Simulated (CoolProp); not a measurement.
The fluid at 298.15 K and 0.414 MPa flows at 0.082 m/s in a round tube of 6 mm bore and 0.25 µm roughness, fully developed (64/Re and Nu = 3.66 if laminar; Colebrook and Gnielinski if turbulent). The same conditions are run with several fluids, on thermodynamics alone (safety and materials aside).

Computed with CoolProp (reference Helmholtz-energy equation of state of each fluid (propane: Lemmon 2009; carbon dioxide: Span 1996; ammonia: Gao 2020; normal hydrogen: Leachman 2009; R507A: Lemmon 2003)). Blends and air are pseudo-pure fits.

Task: Rank propane, carbon dioxide, ammonia, normal hydrogen, R507A by Reynolds number, highest first.

Result: R507A (713), propane (478), carbon dioxide (247), ammonia (146), normal hydrogen (18.6)

| fluid | Darcy friction factor | pressure drop (Pa/m) | heat-transfer coefficient (W/(m² K)) | mass flow (kg/h) |
|---|---|---|---|---|
| propane | 0.134 | 0.594 | 11.2 | 0.0661 |
| carbon dioxide | 0.259 | 1.09 | 10.3 | 0.0627 |
| ammonia | 0.437 | 0.729 | 15.4 | 0.0248 |
| normal hydrogen | 3.45 | 0.649 | 114 | 0.00280 |
| R507A | 0.0898 | 0.893 | 8.46 | 0.148 |

Transport values come from each fluid's own correlations.
